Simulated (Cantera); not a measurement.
**Tantalum, niobium, vanadium and zirconium in process gases: Ta(OEt)₅ + O₂**

A closed system holds: 1 mol Ta(OEt)₅, 0.51 mol O₂.

These are equilibrium values from Cantera (NASA tables, ideal gas, pure condensed phases), not measurements of a reactor. Candidate condensed phases: C, C₆H₆, C₇H₈, C₈H₁₈, H₂O, Ta, TaC, Ta₂O₅; 113 gas species. The feed counts by its element totals alone. TaC: taken at fixed stoichiometry. Condensed phases not in the tables: Ta₂C. Kinetics and transport are ignored.

Question: Map the stable condensed phases over T = 700, 800, 900, 1000, 1100, 1200, 1300, 1400, 1500 °C and P in Pa = 0.10, 0.75, 5.6, 42, 320, 2400, 18000, 130000, 1000000.

Answer: 
```
T in °C \ P in Pa
            0.10    0.75     5.6      42     320    2400   18000  130000 1000000
   1500        A       A       A       A       A       A       A       A       A
   1400        A       A       A       A       A       A       A       A       A
   1300        A       A       A       A       A       A       A       A       A
   1200        A       A       A       A       A       A       A       A       A
   1100        A       A       A       A       A       A       A       A       B
   1000        A       A       A       A       A       A       A       B       B
    900        A       A       A       A       A       A       B       B       B
    800        A       A       A       A       A       B       B       B       B
    700        A       A       A       A       B       B       B       B       B
```
A: C + TaC; B: C + Ta₂O₅.
